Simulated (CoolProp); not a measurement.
Vapour-liquid equilibrium of CH2F2 (R32) (1) + R1234yf (2) at 299.5 K; x and y are mole fractions of (1).

Values from CoolProp's multi-fluid Helmholtz-energy mixture model, Tillner-Roth 1997 and Lemmon 2022; pair parameters Bell 2023.

```tsv
x	bubble pressure, mixture model (MPa)	bubble pressure, Raoult's law (MPa)	y, mixture model	y, Raoult's law
0.05	0.7829	0.7611	0.122	0.115
0.2	0.9969	0.9174	0.384	0.382
0.35	1.189	1.074	0.553	0.571
0.5	1.355	1.230	0.673	0.712
0.65	1.498	1.387	0.771	0.821
0.8	1.620	1.543	0.863	0.908
0.95	1.723	1.699	0.962	0.979
```

The largest gap from Raoult's law is +10.7 % in bubble pressure, at x = 0.35. No azeotrope shows between x = 0.05 and 0.95.

Pair parameters are fitted to limited data, so mixtures are less certain than the pure fluids.
